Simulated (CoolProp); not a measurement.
Vapour-liquid equilibrium of R134a (1) + methanol (2) at 73.85 °C; x and y are mole fractions of (1).

Computed with CoolProp (multi-fluid Helmholtz-energy mixture model, Tillner-Roth 1994 and de Reuck 1993; pair parameters Bell 2016).

**Question.** Give the bubble pressure and the first vapour's composition at x = 0.05, 0.35, 0.95. Is there an azeotrope?

**Answer.** x = 0.05: 0.4300 MPa, y = 0.660; x = 0.35: 1.233 MPa, y = 0.883; x = 0.95: 2.174 MPa, y = 0.984. No azeotrope shows between x = 0.05 and 0.95.

The pair parameters rest on a limited set of measurements; away from them the model extrapolates. The gap from Raoult's law changes sign with composition, which may be real or a fault of the pair parameters; it wasn't checked against measurements. With so large a gap from Raoult's law the liquid may split in two, which this calculation doesn't test in full.
